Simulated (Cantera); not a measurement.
A freely propagating, adiabatic, planar premixed flame of CH4 : O2 : N2 = 1 : 1.67 : 6.27 (molar parts), equivalence ratio 1.2, unburnt at 523 K and 90.0 Torr; mixture-averaged transport, grid criteria slope 0.08 and curve 0.16, no radiation.

Model: GRI-Mech 3.0 (53 species, 325 reactions), integrated in Cantera. Burning velocities carry a grid error of a few per cent, more on coarse grids.

x: mole fraction of selected species; z is measured from the peak of heat release.

```
z (mm)       T (K)  u (m/s)       x CH4        x O2        x NO      x C2H4  x N2O     x CH3
------  ----------  -------  ----------  ----------  ----------  ----------  -----  --------
-6.91          523     1.37       0.112       0.187       <1e-8       <1e-8  <1e-8   4.14e-8
-4.61          524     1.38       0.111       0.186       <1e-8     7.01e-8  <1e-8   8.94e-7
-3.46          529     1.40       0.111       0.185     1.12e-8     8.05e-7  <1e-8   5.82e-6
-2.30          590     1.57       0.106       0.180     1.72e-7     1.84e-5  <1e-8   4.32e-5
-1.15          987     2.69      0.0759       0.148     1.95e-6    0.000311  <1e-8   0.00110
-0.576  (withheld)     3.87  (withheld)  (withheld)  (withheld)  (withheld)  <1e-8   0.00435
0             1766     4.96      0.0113      0.0570     1.10e-5    0.000540  <1e-8   0.00405
0.576         1934     5.45     0.00131      0.0271     1.98e-5     5.98e-5  <1e-8  0.000886
1.15          1974     5.55     8.38e-5      0.0149     2.70e-5     1.74e-6  <1e-8   7.25e-5
2.30          1990     5.58     2.97e-7     0.00903     3.31e-5       <1e-8  <1e-8   2.97e-7
4.61          2003     5.60       <1e-8     0.00766     3.62e-5       <1e-8  <1e-8     <1e-8
9.21          2019     5.63       <1e-8     0.00715     3.93e-5       <1e-8  <1e-8     <1e-8
18.4          2045     5.69       <1e-8  (withheld)  (withheld)       <1e-8  <1e-8     <1e-8
```

Problem. Some entries are withheld; supply them.

Solution. 
- -0.576, T (K): 1396
- -0.576, x CH4: 0.0414
- -0.576, x O2: 0.105
- -0.576, x NO: 5.02e-6
- -0.576, x C2H4: 0.000765
- 18.4, x O2: 0.00650
- 18.4, x NO: 4.51e-5
